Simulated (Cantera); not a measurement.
Input: 1 mol Fe, 0.7 mol NH₃, 14 mol H₂, equilibrated at 1527 °C and 21.0 Pa.

Cantera equilibrium calculation (NASA polynomials, part measured and part estimated; ideal gas, pure solids and liquids). Candidate condensed phases: Fe; 10 gas species. The numbers say what is thermodynamically allowed, not how fast it happens.

Base state: H₂ 0.895, Fe 0.0603, H 0.0234, N₂ 0.0211 (mole fractions); condensed: gas only.

Q: What changes in the equilibrium state with this change: NH₃ from 0.7 to 0.46 mol?

A: 
| species | before | after |
|---|---|---|
| H₂ | 0.895 | 0.900 |
| Fe | 0.0603 | 0.0621 |
| H | 0.0234 | 0.0234 |
| N₂ | 0.0211 | 0.0143 |

Q: What changes in the equilibrium state with this change: 0.12 mol CO₂ added?

A: 
| species | before | after |
|---|---|---|
| H₂ | 0.895 | 0.882 |
| Fe | 0.0603 | 0.0598 |
| H | 0.0234 | 0.0232 |
| CO | 0 | 0.00716 |
| H₂O | 0 | 0.00715 |
| N₂ | 0.0211 | 0.0209 |
| CO₂ | 0 | 1.52e-5 |
| OH | 0 | 1.24e-5 |
Further candidate phases: C, C₆H₆, C₇H₈, C₈H₁₈, Fe(CO)₅, FeO, Fe(OH)₂, Fe(OH)₃, Fe₂O₃, Fe₃O₄, H₂O.

Q: What changes in the equilibrium state with this change: temperature from 1527 °C to 727 °C?

A: 
| species | before | after |
|---|---|---|
| H₂ | 0.895 | 0.977 |
| N₂ | 0.0211 | 0.0227 |
| H | 0.0234 | 1.55e-7 |
| Fe | 0.0603 | <1e-9 |
| Fe(α), mol | 0 | 1.00 |
